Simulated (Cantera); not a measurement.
Source: NASA polynomial tables (part measured, part estimated), evaluated in Cantera. Values are per mole of reaction as written; species without (g) are pure solids or liquids, kept so even where they would boil at 1 bar.

### Question
Between 300 and 2298 K, where is each reaction favourable under standard conditions?
- 3 CaO + 3 F2(g) = 3 CaF2 + O3(g)

### Answer
- 3 CaO + 3 F2(g) = 3 CaF2 + O3(g): ΔG° is -1547 kJ at 300 K and -1149 kJ at 2298 K; it stays negative (K > 1). ΔH° is -1387 kJ and ΔS° -104 J/K at 2298 K.
